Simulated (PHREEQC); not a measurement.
Consider water at 20 °C with 17 mmol/kgw NaHSO4, 1.3 mmol/kgw NaOH and 3.65 mmol/kgw NaCl. Closed to the air; pH follows from the charge balance.

Model: ion-association model, phreeqc.dat, run in PHREEQC.

No solid was allowed to form.

Q: What pH, ionic strength does the model give?

A: pH 2.04; ionic strength 0.0432 mol/kgw.

Q: In which forms is S present?

A: SO4-2 66 %, HSO4- 30 %, NaSO4- 3.3 % of the S.
